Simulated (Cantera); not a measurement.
Standard-state values (1 bar) from the NASA 1993 polynomials, evaluated with Cantera. Values are per mole of reaction as written; species without (g) are pure solids or liquids, kept so even where they would boil at 1 bar. TiO: taken at fixed stoichiometry.

Q: Between 2398 and 2698 K, where is each reaction favourable under standard conditions?
- TiO ⇌ O(g) + Ti

A: 
- TiO ⇌ O(g) + Ti: ΔG° is 426 kJ at 2398 K and 385 kJ at 2698 K; it stays positive (K < 1). ΔH° is 751 kJ and ΔS° 136 J/K at 2698 K.
